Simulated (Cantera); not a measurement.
Input (Python, Cantera):

```python
import numpy as np
import cantera as ct

gas = ct.Solution("gri30.yaml")
gas.TPX = 800, 1000000, {'CH4': 1, 'CO': 0.59, 'O2': 3.43, 'N2': 29.8, 'CO2': 9.2}
inlet = ct.Reservoir(gas, clone=True)
gas.equilibrate("HP")  # start burning
reactor = ct.IdealGasConstPressureReactor(gas, energy="on", clone=False)
exhaust = ct.Reservoir(gas, clone=True)
tau = [0.14, 0.068, 0.033, 0.017, 0.0082, 0.0041, 0.002, 0.001, 0.00049, 0.00024, 0.00012, 6e-05][0]
for a, b in ((inlet, reactor), (reactor, exhaust)):
    ct.MassFlowController(a, b, mdot=lambda t: reactor.mass / tau)
net = ct.ReactorNet([reactor])
show = ['CH4', 'CO', 'O2', 'N2O', 'NO', 'CO2']

rows = []
print(f"{'tau/s':>10s}{'T/K':>9s}" + "".join(f"{s:>11s}" for s in show))
for tau in [0.14, 0.068, 0.033, 0.017, 0.0082, 0.0041, 0.002, 0.001, 0.00049, 0.00024, 0.00012, 6e-05]:
    net.initial_time = 0.0
    net.advance(30 * tau)
    before = gas.X
    net.advance(40 * tau)
    drift = np.max(np.abs(gas.X - before) / (gas.X + 1e-9))
    rows.append([gas.T, *gas[show].X, drift])
    print(f"{tau:10.3e}{gas.T:9.1f}" + "".join(f"{x:11.3e}" for x in gas[show].X))
```

Result:

```
     tau/s      T/K        CH4         CO         O2        N2O         NO        CO2
 1.400e-01   1357.1  7.955e-05  1.239e-03  2.675e-02  9.466e-07  1.271e-07  2.453e-01
 6.800e-02   1348.2  1.478e-04  2.261e-03  2.741e-02  1.189e-06  1.243e-07  2.440e-01
 3.300e-02   1330.1  3.041e-04  4.280e-03  2.878e-02  1.184e-06  8.291e-08  2.416e-01
 1.700e-02   1286.5  8.082e-04  8.664e-03  3.214e-02  7.364e-07  2.173e-08  2.360e-01
 8.200e-03    800.0  2.272e-02  1.340e-02  7.792e-02  8.158e-16 -1.277e-24  2.090e-01
 4.100e-03    800.0  2.272e-02  1.340e-02  7.792e-02  3.997e-16  4.425e-26  2.090e-01
 2.000e-03    800.0  2.272e-02  1.340e-02  7.792e-02  1.928e-16  1.601e-26  2.090e-01
 1.000e-03    800.0  2.272e-02  1.340e-02  7.792e-02  9.581e-17  6.803e-27  2.090e-01
 4.900e-04    800.0  2.272e-02  1.340e-02  7.792e-02  4.670e-17  3.043e-27  2.090e-01
 2.400e-04    800.0  2.272e-02  1.340e-02  7.792e-02  2.271e-17  1.415e-27  2.090e-01
 1.200e-04    800.0  2.272e-02  1.340e-02  7.792e-02  1.122e-17  6.808e-28  2.090e-01
 6.000e-05    800.0  2.272e-02  1.340e-02  7.792e-02  5.484e-18  3.261e-28  2.090e-01
```

Model: GRI-Mech 3.0 (53 species, 325 reactions), integrated in Cantera.
